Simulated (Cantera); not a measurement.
# Adiabatic ignition

An adiabatic, constant-volume homogeneous reactor starts with C₃H₈ : O₂ : N₂ : H₂ = 1 : 8.2 : 30.8 : 0.32 (molar parts), equivalence ratio 0.63, at 1675 K and 750 Torr.

Detailed kinetics in Cantera: GRI-Mech 3.0 (53 species, 325 reactions). GRI-Mech 3.0 was tuned for natural gas; its chemistry of propane as a main component is partial and can be far from experiment.

```csv
t (s),T (K),P (bar),x C₃H₈,x O₂,x C₂H₂,x CH₂CO,x CH₂
9.00e-6,1660,1.00,0.0145,0.196,8.58e-5,0.000243,8.73e-6
2.45e-5,2426,1.56,<1e-12,0.0826,1.99e-12,1.55e-9,5.99e-11
6.65e-5,2665,1.69,<1e-12,0.0758,<1e-12,<1e-12,<1e-12
0.000181,2814,1.77,<1e-12,0.0740,<1e-12,<1e-12,<1e-12
0.000492,2815,1.77,<1e-12,0.0714,<1e-12,<1e-12,<1e-12
0.00134,2806,1.76,<1e-12,0.0679,<1e-12,<1e-12,<1e-12
0.00364,2802,1.76,<1e-12,0.0664,<1e-12,<1e-12,<1e-12
0.00989,2801,1.76,<1e-12,0.0664,<1e-12,<1e-12,<1e-12
0.0269,2801,1.76,<1e-12,0.0664,<1e-12,<1e-12,<1e-12
0.0732,2801,1.76,<1e-12,0.0664,<1e-12,<1e-12,<1e-12
0.199,2801,1.76,<1e-12,0.0664,<1e-12,<1e-12,<1e-12
0.541,2801,1.76,<1e-12,0.0664,<1e-12,<1e-12,<1e-12
1.47,2801,1.76,<1e-12,0.0664,<1e-12,<1e-12,<1e-12
4.00,2801,1.76,<1e-12,0.0664,<1e-12,<1e-12,<1e-12
```
x: mole fraction; the columns are a selection and need not sum to one.

```yaml
time_of_steepest_temperature_rise: 19.3 µs
temperature at 4.00 s: 2801 K
equilibrium_temperature: 2801 K
x(C₃H₈) at 4.00 s: <1e-12 (gas-phase equilibrium <1e-12)
x(O₂) at 4.00 s: 0.0664 (gas-phase equilibrium 0.0664)
x(C₂H₂) at 4.00 s: <1e-12 (gas-phase equilibrium <1e-12)
```
